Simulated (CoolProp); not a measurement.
Vapour-liquid equilibrium of CF4 (R14) (1) + ethane (2) at 208.2 K; x and y are mole fractions of (1).

The numbers come from the multi-fluid Helmholtz-energy mixture model, Platzer 1990 and Bücker 2006; pair parameters Bell 2016 in CoolProp. This equation is an older, rougher fit; its heat capacities, sound speeds and derivatives of the liquid may be far off and weren't checked against measurements.

Task: Give the bubble pressure and the first vapour's composition at x = 0.15, 0.65, 0.85. Is there an azeotrope?

Result: x = 0.15: 11.06 bar, y = 0.706; x = 0.65: 16.92 bar, y = 0.835; x = 0.85: 18.98 bar, y = 0.910. No azeotrope shows between x = 0.05 and 0.95.

Pair parameters are fitted to limited data, so mixtures are less certain than the pure fluids. With so large a gap from Raoult's law the liquid may split in two, which this calculation doesn't test in full.
